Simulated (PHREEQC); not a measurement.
Polishing slurry liquid: an equilibrium model

A solution holds 0.0015 mol KOH, 8.3e-06 mol H4SiO4 and 0.012 mol H3BO3 per kg of water, at 90 °C and 500 atm. It is in equilibrium with CO2 at log p = -2 (atm). Otherwise closed; pH follows from the charge balance.

Equilibrium calculation in PHREEQC: Pitzer model, pitzer.dat.

This is a speciation only: nothing precipitates in the calculation.

Problem. What pH does the model give?

Solution. pH 7.37.

Problem. In which forms is C present?

Solution. HCO3- 94 %, CO2 5.5 % of the C.

Complexes and solids missing from the database can't appear. Under pressure, the constants of complexes without a molar volume in the database are unreliable. Constants without temperature data keep their 25 °C values here.
